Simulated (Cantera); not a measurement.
Input: 1 mol Si, 0.82 mol HCl, 6.6 mol H₂, at 550 °C and 1430 Torr.

Equilibrium computed with Cantera from the NASA thermochemical tables; the gas is ideal and each condensed phase is pure. Candidate condensed phases: Si; 19 gas species. The tables' values for SiCl₃ are old estimates; treat these amounts as uncertain. Rates play no part.

Problem. What is the equilibrium state?

Solution. 
- x(H₂) = 0.966
- x(SiHCl₃) = 0.0170
- x(SiCl₄) = 0.0147
- x(SiH₂Cl₂) = 0.00167
- x(HCl) = 0.00100
- x(SiH₃Cl) = 3.81e-5
- x(SiCl₃) = 1.37e-5
- x(SiCl₂) = 1.15e-6
- n(Si(s)) = 0.760 mol
- gas amount = 7.180 mol
